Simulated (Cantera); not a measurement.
A closed system holds: 1 mol MgSO₄, 0.044 mol H₂O, held at 0.100 bar.

Equilibrium computed with Cantera from the NASA thermochemical tables; the gas is ideal and each condensed phase is pure. Candidate condensed phases: H₂O, H₂SO₄, Mg, MgO, Mg(OH)₂, MgS, MgSO₄, S; 26 gas species. Equilibrium is a limit: real reactors are often held back by kinetics, nucleation or transport. All values below are at 1350 K.

Base state: SO₂ 0.641, O₂ 0.320, H₂O 0.0286, SO₃ 0.0101, OH 1.94e-5 (mole fractions); condensed: MgO(s).

Task: What changes in the equilibrium state with this change: MgSO₄ replaced by Mg(OH)₂?

Result: 
```
species       before    after
-----------  -------  -------
H₂O           0.0286    1.000
H₂           3.26e-8  9.62e-5
O₂             0.320  4.50e-5
SO₂            0.641        0
SO₃           0.0101        0
OH           1.94e-5  1.25e-5
MgO(s), mol     1.00     1.00
```

Task: What changes in the equilibrium state with this change: MgSO₄ replaced by CaCO₃?

Result: 
```
species       before     after
-----------  -------  --------
CO₂                0     0.958
H₂O           0.0286    0.0421
CO                 0  0.000143
SO₂            0.641         0
O₂             0.320   7.23e-5
SO₃           0.0101         0
OH           1.94e-5   2.88e-6
MgO(s), mol     1.00         0
CaO(s), mol        0      1.00
```
Further candidate phases: C, C₆H₆, C₇H₈, C₈H₁₈, Ca, CaCO₃, CaO, Ca(OH)₂.
